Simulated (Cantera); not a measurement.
Input (Python, Cantera) and output of one run.

```python
import numpy as np
import cantera as ct

gas_names = """
    Cu CuO Cu2 H HO2 H2 H2O H2O2 O OH O2 O3
""".split()
cond_names = """
    Cu(cr) Cu(L) CuO(s) CuO2H2(s) Cu2O(s) Cu2O(L) H2O(s) H2O(L)
""".split()


def load(file, names, dense=False):
    # The tables refer to 1 bar. Condensed volumes are neglected.
    table = {s.name: s for s in ct.Species.list_from_file(file)}
    out = []
    for n in names:
        d = dict(table[n].input_data)
        d["thermo"] = dict(d["thermo"], **{"reference-pressure": 1e5})
        if dense:
            d["equation-of-state"] = {"model": "constant-volume", "density": "1e6 g/cm^3"}
        out.append(ct.Species.from_dict(d))
    return out


gas = ct.Solution(thermo="ideal-gas", species=load("nasa_gas.yaml", gas_names))
cond = {s.name: ct.Solution(thermo="fixed-stoichiometry", species=[s], name=s.name)
        for s in load("nasa_condensed.yaml", cond_names, dense=True)}
atoms = {
    'CuO': {'Cu': 1, 'O': 1},
    'H2': {'H': 2},
}
top_T = {'CuO(s)': 1390}  # K; cautious upper limits of use, not melting points


def equilibrate(T, P, feed):
    n = {}
    for name, mol in feed.items():
        for a, k in atoms[name].items():
            n[a] = n.get(a, 0.0) + k * mol
    gas.TPX = T, P, n
    mass = sum(n.values()) * gas.mean_molecular_weight
    gas.equilibrate("TP")
    valid = [c for c in cond.values() if c.min_temp <= T <= top_T.get(c.name, c.max_temp)]
    mix = ct.Mixture([(gas, mass / gas.mean_molecular_weight)] + [(c, 0.0) for c in valid])
    mix.T, mix.P = T, P
    mix.equilibrate("TP", solver="vcs", rtol=1e-11, max_steps=5000)
    return mix


results = []
feed = {'CuO': 1, 'H2': 1200}  # mol
P = 13332.2  # Pa
for T in [1173, 1248, 1323, 1398, 1473, 1548, 1623, 1698, 1773, 1848, 1923, 1998]:
    mix = equilibrate(T, P, feed)
    results.append((T, P, feed, dict(zip(mix.species_names, mix.species_moles))))
    x = sorted(zip(gas.X, gas.species_names), reverse=True)
    print(f"T = {T:g} K  P = {P:g} Pa  gas = {mix.phase_moles(0):.4g} mol")
    print("   x: " + "  ".join(f"{s} {v:.3e}" for v, s in x if v > 1e-05))
    print("   condensed (mol): " + ("  ".join(f"{mix.phase(i).name} {mix.phase_moles(i):.4g}"
          for i in range(1, mix.n_phases) if mix.phase_moles(i) > 1e-12) or "none"))
```

It prints:

```
T = 1173 K  P = 13332.2 Pa  gas = 1200 mol
   x: H2 9.992e-01  H2O 8.333e-04
   condensed (mol): Cu(cr) 0.9999
T = 1248 K  P = 13332.2 Pa  gas = 1200 mol
   x: H2 9.992e-01  H2O 8.333e-04
   condensed (mol): Cu(cr) 0.9996
T = 1323 K  P = 13332.2 Pa  gas = 1200 mol
   x: H2 9.992e-01  H2O 8.333e-04
   condensed (mol): Cu(cr) 0.9976
T = 1398 K  P = 13332.2 Pa  gas = 1200 mol
   x: H2 9.991e-01  H2O 8.333e-04  H 1.295e-05
   condensed (mol): Cu(L) 0.9883
T = 1473 K  P = 13332.2 Pa  gas = 1200 mol
   x: H2 9.991e-01  H2O 8.333e-04  Cu 3.882e-05  H 3.463e-05
   condensed (mol): Cu(L) 0.9534
T = 1548 K  P = 13332.2 Pa  gas = 1200 mol
   x: H2 9.989e-01  H2O 8.332e-04  Cu 1.349e-04  H 8.429e-05
   condensed (mol): Cu(L) 0.8379
T = 1623 K  P = 13332.2 Pa  gas = 1201 mol
   x: H2 9.986e-01  H2O 8.329e-04  Cu 4.165e-04  H 1.892e-04
   condensed (mol): Cu(L) 0.4991
T = 1698 K  P = 13332.2 Pa  gas = 1201 mol
   x: H2 9.979e-01  H2O 8.325e-04  Cu 8.310e-04  H 3.956e-04
   condensed (mol): none
T = 1773 K  P = 13332.2 Pa  gas = 1201 mol
   x: H2 9.976e-01  H2O 8.323e-04  Cu 8.315e-04  H 7.782e-04
   condensed (mol): none
T = 1848 K  P = 13332.2 Pa  gas = 1202 mol
   x: H2 9.969e-01  H 1.450e-03  H2O 8.319e-04  Cu 8.316e-04
   condensed (mol): none
T = 1923 K  P = 13332.2 Pa  gas = 1203 mol
   x: H2 9.958e-01  H 2.575e-03  H2O 8.314e-04  Cu 8.313e-04
   condensed (mol): none
T = 1998 K  P = 13332.2 Pa  gas = 1204 mol
   x: H2 9.940e-01  H 4.380e-03  Cu 8.306e-04  H2O 8.305e-04
   condensed (mol): none
```

Cantera equilibrium calculation (NASA polynomials, part measured and part estimated; ideal gas, pure solids and liquids).
